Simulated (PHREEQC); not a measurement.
Copper plating or etch bath: an equilibrium model

Dissolve 0.27 mol/kgw CuSO4, 0.0015 mol/kgw H2SO4 and 0.53 mol/kgw KCl at 32 °C. Closed to the air; pH follows from the charge balance.

Equilibrium calculation in PHREEQC: ion-association model, phreeqc.dat.

Each row changes one thing in this solution. Precipitation was switched off in this run.

```tsv
case	pH	ionic strength (mol/kgw)	Cl- (mol/kgw)	K+ (mol/kgw)	Cu+2 (mol/kgw)	SO4-2 (mol/kgw)	SI of Sylvite (KCl)
as made	3.12	1.04	0.474	0.468	0.134	0.124	-2.03
temperature from 32 to 10 °C	3.02	1.10	0.507	0.483	0.156	0.131	-1.87
CuSO4 from 0.27 to 0.243 mol/kgw	3.10	0.998	0.478	0.472	0.122	0.113	-2.02
CuSO4 from 0.27 to 0.135 mol/kgw	3.00	0.806	0.495	0.491	0.0728	0.0657	-1.97
H2SO4 replaced by MgSO4 at the same molality	4.37	1.04	0.474	0.468	0.134	0.124	-2.03
diluted 2-fold with water	3.35	0.548	0.247	0.242	0.0738	0.0676	-2.55
CuSO4 from 0.27 to 0.405 mol/kgw	3.19	1.27	0.457	0.450	0.193	0.181	-2.08
```

The ionic strength passes 0.7 mol/kgw, the rough limit of the ion-association models, in as made; temperature from 32 to 10 °C; CuSO4 from 0.27 to 0.243 mol/kgw; CuSO4 from 0.27 to 0.135 mol/kgw; H2SO4 replaced by MgSO4 at the same molality; CuSO4 from 0.27 to 0.405 mol/kgw. Species that the database lacks are ignored. At this temperature some constants are extrapolated from 25 °C, and those without enthalpy data are left unchanged.
